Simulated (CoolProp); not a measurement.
Normal hydrogen along the isotherm 36.1 K: density (kg/m³) from the reference equation and from simpler models built on Tc = 33.1 K, pc = 1296 kPa, ω = -0.219; each cubic takes its own stable root.

Values from CoolProp's reference Helmholtz-energy equation of state, Leachman 2009.

```json
[
 {"p (kPa)": "20.5", "phase": "gas", "reference": "0.1382"},
 {"p (kPa)": "34.6", "phase": "gas", "reference": "0.2340"},
 {"p (kPa)": "58.4", "phase": "gas", "reference": "0.3969"},
 {"p (kPa)": "98.5", "phase": "gas", "reference": "0.6750"},
 {"p (kPa)": "166", "phase": "gas", "reference": "1.154"},
 {"p (kPa)": "281", "phase": "gas", "reference": "2.004"},
 {"p (kPa)": "474", "phase": "gas", "reference": "3.543"},
 {"p (kPa)": "799", "phase": "gas", "reference": "6.556"},
 {"p (kPa)": "1350", "phase": "supercritical", "reference": "14.02"},
 {"p (kPa)": "2280", "phase": "supercritical", "reference": "43.12"},
 {"p (kPa)": "3840", "phase": "supercritical", "reference": "54.55"},
 {"p (kPa)": "6480", "phase": "supercritical", "reference": "61.73"}
]
```

### Question
How far does each simpler model (ideal gas, van der Waals, Redlich-Kwong, Soave-Redlich-Kwong, Peng-Robinson) lie from the reference over these 12 states: mean and median of the absolute difference, and the worst?

### Answer
- ideal gas: mean 18.7 %, median 8.0 %, worst -64.5 % at 36.1 K and 2280 kPa
- van der Waals: mean 5.1 %, median 0.6 %, worst -19.4 % at 36.1 K and 6480 kPa
- Redlich-Kwong: mean 1.9 %, median 0.1 %, worst -14.2 % at 36.1 K and 2280 kPa
- Soave-Redlich-Kwong: mean 1.2 %, median 0.6 %, worst -5.9 % at 36.1 K and 2280 kPa
- Peng-Robinson: mean 3.4 %, median 1.7 %, worst +12.2 % at 36.1 K and 6480 kPa
